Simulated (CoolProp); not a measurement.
Vapour pressure (MPa) of R125: the reference equation beside estimates from Tc = 66.0 °C, pc = 3.618 MPa, ω = 0.305. Clausius-Clapeyron is anchored at -27.55 °C with a constant enthalpy of vaporisation of 18.27 kJ/mol.

The numbers come from the reference Helmholtz-energy equation of state, Lemmon 2005 in CoolProp.

```
T (°C)  reference  Clausius-Clapeyron  Redlich-Kwong  Peng-Robinson
------  ---------  ------------------  -------------  -------------
-45.75     0.1135              0.1231         0.2175         0.1135
-39.65     0.1507              0.1584         0.2744         0.1503
-33.55     0.1967              0.2013         0.3415         0.1959
-27.55     0.2519              0.2519         0.4183         0.2507
-21.45     0.3194              0.3128         0.5083         0.3178
-15.35     0.4000              0.3846         0.6111         0.3979
-9.25      0.4950              0.4684         0.7277         0.4926
-3.25      0.6043              0.5636         0.8567         0.6017
2.85       0.7330              0.6747          1.003         0.7304
8.95       0.8811              0.8014          1.166         0.8790
14.95       1.048              0.9425          1.343          1.046
```

Absolute difference from the reference over all 11 rows, mean and median: Clausius-Clapeyron 5.5 and 5.4 %, Redlich-Kwong 55.6 and 52.8 %, Peng-Robinson 0.4 and 0.4 %.
